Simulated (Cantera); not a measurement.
Feed: 1 mol SiO2, 0.3 mol CH4, 1.9 mol H2, 5.5 mol C, at 1575 °C and 0.100 bar.

Equilibrium computed with Cantera from the NASA thermochemical tables; the gas is ideal and each condensed phase is pure. Candidate condensed phases: C, C6H6, C7H8, C8H18, H2O, Si, SiC, SiO2; 123 gas species. Rates play no part.

Base state: H2 0.554, CO 0.441, SiO 0.00281, H 0.00125, C2H2 (acetylene) 0.000143, CH4 2.02e-5 (mole fractions); condensed: C(graphite) + SiC(s).

Problem. What changes in the equilibrium state with this change: temperature from 1575 °C to 1227 °C?

Solution. 
```
species                before     after
-------------------  --------  --------
H2                      0.554     0.774
CO                      0.441     0.226
SiO                   0.00281  0.000442
H                     0.00125   4.90e-5
C2H2 (acetylene)     0.000143   6.98e-6
C(graphite), mol         2.82      4.71
SiC(s), mol             0.987     0.364
SiO2(β-quartz), mol         0     0.635
```
Mutual solubility and eutectic melting of coexisting phases are not modelled. The tables hold silica as quartz up to 1696 K and as liquid above; real silica turns to tridymite and cristobalite and melts near 1996 K.

Problem. What changes in the equilibrium state with this change: pressure from 0.100 bar to 8.30 bar?

Solution. 
```json
[
 {"species": "H2", "before": "0.554", "after": "0.760"},
 {"species": "CO", "before": "0.441", "after": "0.235"},
 {"species": "CH4", "before": "2.02e-5", "after": "0.00315"},
 {"species": "SiO", "before": "0.00281", "after": "0.00149"},
 {"species": "C2H4", "before": "1.34e-7", "after": "2.09e-5"},
 {"species": "H2O", "before": "5.53e-6", "after": "0.000335"},
 {"species": "CO2", "before": "1.10e-6", "after": "2.59e-5"},
 {"species": "C(graphite), mol", "before": "2.82", "after": "4.64"},
 {"species": "SiC(s), mol", "before": "0.987", "after": "0.382"},
 {"species": "SiO2(condensed), mol", "before": "0", "after": "0.614"}
]
```
Mutual solubility and eutectic melting of coexisting phases are not modelled. The tables hold silica as quartz up to 1696 K and as liquid above; real silica turns to tridymite and cristobalite and melts near 1996 K.
